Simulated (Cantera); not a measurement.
Input (Python, Cantera) and output of one run.

```python
import numpy as np
import cantera as ct

gas_names = """
    H HO2 H2 H2O H2O2 O OH O2 O3 Si SiH SiH2 SiH3 SiH4 SiO SiO2 Si2 Si3
""".split()
cond_names = """
    H2O(s) H2O(L) Si(cr) Si(L) SiO2(Lqz) SiO2(hqz) SiO2(L)
""".split()


# ... load() reads the species with a 1 bar reference pressure and builds the phases ...
atoms = {
    'Si': {'Si': 1},
    'H2O': {'H': 2, 'O': 1},
    'H2': {'H': 2},
}
top_T = {}  # K; cautious upper limits of use, not melting points


# ... equilibrate(T, P, feed) seeds the gas with the atoms and calls Mixture.equilibrate('TP', solver="vcs", rtol=1e-11, max_steps=5000) ...
results = []
feed = {'Si': 1, 'H2O': 0.07, 'H2': 870}  # mol
T = 1523.15  # K
P = 240000  # Pa
mix = equilibrate(T, P, feed)
results.append((T, P, feed, dict(zip(mix.species_names, mix.species_moles))))
print(gas.report(threshold=1e-06))
for i in range(1, mix.n_phases):
    print(f"{mix.phase(i).name:16s} {mix.phase_moles(i):12.5e} mol")
```

It prints:

```
       temperature   1523.2 K
          pressure   2.4e+05 Pa
           density   0.038271 kg/m^3
  mean mol. weight   2.0195 kg/kmol
   phase of matter   gas

                          1 kg             1 kmol
                     ---------------   ---------------
          enthalpy        1.8361e+07         3.708e+07  J
   internal energy         1.209e+07        2.4416e+07  J
           entropy             85234        1.7213e+05  J/K
    Gibbs function       -1.1146e+08        -2.251e+08  J
 heat capacity c_p             16069             32452  J/K
 heat capacity c_v             11952             24137  J/K

                      mass frac. Y      mole frac. X     chem. pot. / RT
                     ---------------   ---------------   ---------------
                 H        7.4591e-06        1.4944e-05           -8.8861
                H2           0.99818            0.9999           -17.772
               H2O        9.1521e-06        1.0259e-06           -58.352
              SiH2        2.9941e-05        2.0088e-06           -22.396
              SiH4        4.0281e-05        2.5328e-06           -40.168
               SiO         0.0017337        7.9421e-05           -45.203
     [  +12 minor]        1.0163e-06        6.8902e-08

Si(cr)            9.26881e-01 mol
SiO2(hqz)         0.00000e+00 mol
```

Method: chemical equilibrium by Gibbs-energy minimisation in Cantera with the NASA 1993 tables (ideal gas, pure condensed phases).
